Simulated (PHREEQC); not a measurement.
Consider water at 25 °C with 0.009 mol/kgw H2SO4, 0.00086 mol/kgw CuSO4 and 0.01 mol/kgw MnSO4. Closed to the air; pH follows from the charge balance.

The numbers come from PHREEQC with the ion-association model, wateq4f.dat.

### Question
The ionic strength comes out as 0.0451 mol/kgw. What activity coefficients do Mn+2, HSO4-, Cu+2, SO4-2, H+ get?

### Answer
Mn+2 0.50, HSO4- 0.83, Cu+2 0.50, SO4-2 0.48, H+ 0.86.

No solid was allowed to form. Species that the database lacks are ignored.
